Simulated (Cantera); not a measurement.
Gas activation for diamond growth

A perfectly stirred reactor is fed with 0.731 % CH₄, 98.8 % H₂, 0.504 % CO₂, at 2000 Pa; it is held at 2575 K, and followed from long to short residence time.

Cantera simulation using GRI-Mech 3.0 (53 species, 325 reactions); the numbers are that mechanism's predictions, not measurements. Radical loss at walls, strong at low pressure, is not modelled.

```
τ (s)      x CH₄   x H₂     x CO₂    x CH₂O    x C₂H₂     x H₂O     x CH₃
------  --------  -----  --------  --------  --------  --------  --------
3.3      1.86e-6  0.784   9.10e-8  8.00e-11  0.000973   1.33e-5   8.56e-6
1.3      3.58e-6  0.799   2.54e-7  1.57e-10  0.000988   3.84e-5   1.50e-5
0.51     9.28e-6  0.831   8.03e-7  5.79e-10   0.00104  0.000132   3.12e-5
0.20     3.51e-5  0.877   2.99e-6   3.37e-9   0.00124  0.000530   7.85e-5
0.078   0.000137  0.916   1.09e-5   1.59e-8   0.00172   0.00164  0.000191
0.031   0.000401  0.936   3.49e-5   4.41e-8   0.00223   0.00306  0.000384
0.012   0.000988  0.949  0.000112   8.64e-8   0.00233   0.00405  0.000696
0.0047   0.00211  0.957  0.000354   1.31e-7   0.00181   0.00432   0.00112
0.0018   0.00393  0.965   0.00111   1.54e-7  0.000845   0.00379   0.00145
```
x: mole fraction; the columns are a selection and need not sum to one.
